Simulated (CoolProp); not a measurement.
The fluid at 298.15 K and 0.0104 MPa (gas) is heated at constant pressure to 409 K. The same conditions are run with several fluids, on thermodynamics alone (safety and materials aside).

Values from CoolProp's reference Helmholtz-energy equation of state of each fluid (R1336mzz(Z): McLinden 2020; chloromethane (R40): Thol 2014; isobutane: Bücker 2006; R125: Lemmon 2005).

```json
[
 {"fluid": "R1336mzz(Z)", "heat (kJ/kg)": "…", "final density (kg/m³)": "…"},
 {"fluid": "chloromethane (R40)", "heat (kJ/kg)": "98.4", "final density (kg/m³)": "…"},
 {"fluid": "isobutane", "heat (kJ/kg)": "…", "final density (kg/m³)": "0.178"},
 {"fluid": "R125", "heat (kJ/kg)": "96.4", "final density (kg/m³)": "…"}
]
```

**Question.** Fill in the missing entries.

**Answer.** 
- R1336mzz(Z), heat (kJ/kg): 104
- R1336mzz(Z), final density (kg/m³): 0.503
- chloromethane (R40), final density (kg/m³): 0.154
- isobutane, heat (kJ/kg): 213
- R125, final density (kg/m³): 0.367
